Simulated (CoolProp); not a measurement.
Vapour-liquid equilibrium of ethane (1) + C3F8 (R218) (2) at -24.55 °C; x and y are mole fractions of (1).

The numbers come from the multi-fluid Helmholtz-energy mixture model, Bücker 2006 and Lemmon 2006; pair parameters Bell 2016 in CoolProp.

Give the bubble pressure and the first vapour's composition at x = 0.05, 0.275, 0.5. Is there an azeotrope?

x = 0.05: 0.2723 MPa, y = 0.380; x = 0.275: 0.6746 MPa, y = 0.774; x = 0.5: 0.9094 MPa, y = 0.853. No azeotrope shows between x = 0.05 and 0.95.

Pair parameters are fitted to limited data, so mixtures are less certain than the pure fluids.
